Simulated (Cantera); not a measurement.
A Cantera script and what it prints.

```python
import numpy as np
import cantera as ct

gas_names = [...]  # 116 gases of nasa_gas.yaml made of C, H, Mg, O
cond_names = """
    C(gr) C6H6(L) C7H8(L) C8H18(L),n-octa H2O(s) H2O(L) Mg(cr) Mg(L) MgCO3(s) MgO(s) MgO(L) MgO2H2(s)
""".split()


# ... load() reads the species with a 1 bar reference pressure and builds the phases ...
atoms = {
    'MgO': {'Mg': 1, 'O': 1},
    'CO': {'C': 1, 'O': 1},
    'H2': {'H': 2},
}
top_T = {'C(gr)': 4500}  # K; cautious upper limits of use, not melting points


# ... equilibrate(T, P, feed) seeds the gas with the atoms and calls Mixture.equilibrate('TP', solver="vcs", rtol=1e-11, max_steps=5000) ...
results = []
feed = {'MgO': 1, 'CO': 2.4, 'H2': 5.7}  # mol
P = 13332.2  # Pa
for T in [1050, 1100, 1150, 1200, 1250, 1300, 1350, 1400, 1450]:
    mix = equilibrate(T, P, feed)
    results.append((T, P, feed, dict(zip(mix.species_names, mix.species_moles))))
    x = sorted(zip(gas.X, gas.species_names), reverse=True)
    print(f"T = {T:g} K  P = {P:g} Pa  gas = {mix.phase_moles(0):.4g} mol")
    print("   x: " + "  ".join(f"{s} {v:.3e}" for v, s in x if v > 1e-05))
    print("   condensed (mol): " + ("  ".join(f"{mix.phase(i).name} {mix.phase_moles(i):.4g}"
          for i in range(1, mix.n_phases) if mix.phase_moles(i) > 1e-12) or "none"))
```

Result:

```
T = 1050 K  P = 13332.2 Pa  gas = 8.012 mol
   x: H2 6.991e-01  CO 2.899e-01  H2O 4.904e-03  CH4 3.731e-03  CO2 2.395e-03
   condensed (mol): C(gr) 0.02858  MgO(s) 1
T = 1100 K  P = 13332.2 Pa  gas = 8.053 mol
   x: H2 7.006e-01  CO 2.935e-01  H2O 2.453e-03  CH4 2.349e-03  CO2 1.014e-03
   condensed (mol): C(gr) 0.008999  MgO(s) 1
T = 1150 K  P = 13332.2 Pa  gas = 8.073 mol
   x: H2 7.017e-01  CO 2.951e-01  CH4 1.536e-03  H2O 1.294e-03  CO2 4.579e-04
   condensed (mol): C(gr) 0.001743  MgO(s) 1
T = 1200 K  P = 13332.2 Pa  gas = 8.084 mol
   x: H2 7.024e-01  CO 2.957e-01  CH4 9.874e-04  H2O 7.560e-04  CO2 2.318e-04
   condensed (mol): MgO(s) 1
T = 1250 K  P = 13332.2 Pa  gas = 8.09 mol
   x: H2 7.028e-01  CO 2.959e-01  CH4 6.192e-04  H2O 4.883e-04  CO2 1.314e-04
   condensed (mol): MgO(s) 1
T = 1300 K  P = 13332.2 Pa  gas = 8.093 mol
   x: H2 7.031e-01  CO 2.961e-01  CH4 4.027e-04  H2O 3.256e-04  CO2 7.779e-05
   condensed (mol): MgO(s) 1
T = 1350 K  P = 13332.2 Pa  gas = 8.096 mol
   x: H2 7.033e-01  CO 2.961e-01  CH4 2.703e-04  H2O 2.238e-04  CO2 4.794e-05
   condensed (mol): MgO(s) 1
T = 1400 K  P = 13332.2 Pa  gas = 8.097 mol
   x: H2 7.034e-01  CO 2.962e-01  CH4 1.857e-04  H2O 1.587e-04  CO2 3.079e-05  H 1.117e-05
   condensed (mol): MgO(s) 1
T = 1450 K  P = 13332.2 Pa  gas = 8.098 mol
   x: H2 7.035e-01  CO 2.962e-01  CH4 1.264e-04  H2O 1.194e-04  H 2.172e-05  CO2 2.114e-05  Mg 1.161e-05
   condensed (mol): MgO(s) 0.9999
```

Cantera equilibrium calculation (NASA polynomials, part measured and part estimated; ideal gas, pure solids and liquids).
